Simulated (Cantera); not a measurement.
A Cantera script and its output.

```python
import numpy as np
import cantera as ct

gas = ct.Solution("gri30.yaml")
gas.TPX = 1748, 100000, {'CH4': 1, 'H2': 0.36, 'O2': 1.15, 'N2': 4.31}
reactor = ct.IdealGasConstPressureReactor(gas, energy="on", clone=False)
net = ct.ReactorNet([reactor])
net.rtol, net.atol = 1e-08, 1e-16
show = ['CH4', 'H2', 'O2', 'HO2', 'CH2CO']
times = np.geomspace(2e-06, 0.2, 12)

steps = ct.SolutionArray(gas, extra=["t"])
rows = []
print(f"{'t/s':>10s}{'T/K':>9s}{'P/Pa':>11s}" + "".join(f"{s:>11s}" for s in show))
for t in times:
    while net.time < t:
        t_next = net.step()
        steps.append(gas.state, t=t_next)
    rows.append([np.interp(t, steps.t, y) for y in (steps.T, steps.P, *steps(*show).X.T)])
    print(f"{t:10.3e}{rows[-1][0]:9.1f}{rows[-1][1]:11.4g}" + "".join(f"{x:11.3e}" for x in rows[-1][2:]))
rate = np.gradient(steps.T, steps.t)
print("integrator steps:", len(steps.t))
if steps.T.max() > steps.T[0] + 200:
    print(f"time of steepest temperature rise: {steps.t[rate.argmax()]:.4e} s")
gas.TPX = 1748, 100000, {'CH4': 1, 'H2': 0.36, 'O2': 1.15, 'N2': 4.31}
gas.equilibrate("HP")
print(f"equilibrium (HP): T = {gas.T:.1f} K  " + "  ".join(f"{s} {gas[s].X[0]:.3e}" for s in show))
```

Output:

```
       t/s      T/K       P/Pa        CH4         H2         O2        HO2      CH2CO
 2.000e-06   1747.9      1e+05  1.466e-01  5.279e-02  1.686e-01  3.768e-06  5.732e-15
 5.696e-06   1747.8      1e+05  1.465e-01  5.279e-02  1.686e-01  9.644e-06  2.316e-12
 1.622e-05   1747.5      1e+05  1.462e-01  5.277e-02  1.685e-01  1.932e-05  1.317e-09
 4.620e-05   1754.5      1e+05  1.417e-01  5.267e-02  1.660e-01  5.528e-05  3.373e-06
 1.316e-04   2790.2      1e+05  3.119e-06  1.471e-01  1.384e-04  1.165e-07  1.587e-07
 3.748e-04   2746.3      1e+05  4.461e-12  1.455e-01  2.276e-04  1.760e-07  1.374e-14
 1.067e-03   2729.6      1e+05  3.243e-12  1.450e-01  2.633e-04  1.962e-07  1.070e-14
 3.040e-03   2728.0      1e+05  3.262e-12  1.452e-01  2.604e-04  1.939e-07  1.074e-14
 8.658e-03   2727.6      1e+05  3.276e-12  1.452e-01  2.592e-04  1.930e-07  1.077e-14
 2.466e-02   2727.6      1e+05  3.277e-12  1.452e-01  2.591e-04  1.930e-07  1.077e-14
 7.022e-02   2727.6      1e+05  3.277e-12  1.452e-01  2.591e-04  1.930e-07  1.077e-14
 2.000e-01   2727.6      1e+05  3.277e-12  1.452e-01  2.591e-04  1.930e-07  1.077e-14
integrator steps: 1673
time of steepest temperature rise: 9.8175e-05 s
equilibrium (HP): T = 2727.6 K  CH4 3.722e-12  H2 1.452e-01  O2 2.591e-04  HO2 1.930e-07  CH2CO 1.169e-14
```

Computed with Cantera and GRI-Mech 3.0 (53 species, 325 reactions).
